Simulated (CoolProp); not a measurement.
Vapour pressure (bar) of nitrous oxide: the reference equation beside estimates from Tc = 309.5 K, pc = 72.45 bar, ω = 0.161.

The numbers come from the reference Helmholtz-energy equation of state, Lemmon 2006 in CoolProp. It is a short technical equation, of lower accuracy than the large ones.

| T (K) | reference | Lee-Kesler | van der Waals | Soave-Redlich-Kwong | Peng-Robinson |
|---|---|---|---|---|---|
| 213.7 | 4.400 | 4.408 | 13.53 | 4.406 | 4.403 |
| 216.4 | 4.933 | 4.942 | 14.43 | 4.941 | 4.930 |
| 219 | 5.490 | 5.502 | 15.34 | 5.501 | 5.483 |
| 221.7 | 6.117 | 6.132 | 16.31 | 6.132 | 6.105 |
| 224.3 | 6.770 | 6.787 | 17.29 | 6.790 | 6.753 |
| 227 | 7.502 | 7.522 | 18.34 | 7.527 | 7.479 |
| 229.6 | 8.261 | 8.283 | 19.40 | 8.293 | 8.233 |
| 232.3 | 9.108 | 9.132 | 20.53 | 9.149 | 9.075 |
| 235 | 10.02 | 10.04 | 21.71 | 10.07 | 9.980 |
| 237.6 | 10.96 | 10.98 | 22.88 | 11.02 | 10.91 |
| 240.3 | 12.00 | 12.02 | 24.14 | 12.07 | 11.95 |
| 242.9 | 13.07 | 13.09 | 25.39 | 13.15 | 13.02 |
| 245.6 | 14.25 | 14.28 | 26.74 | 14.35 | 14.20 |
| 248.2 | 15.46 | 15.49 | 28.08 | 15.58 | 15.41 |

Absolute difference from the reference over all 14 rows, mean and median: Lee-Kesler 0.2 and 0.2 %, van der Waals 135.5 and 130.1 %, Soave-Redlich-Kwong 0.4 and 0.4 %, Peng-Robinson 0.3 and 0.3 %.
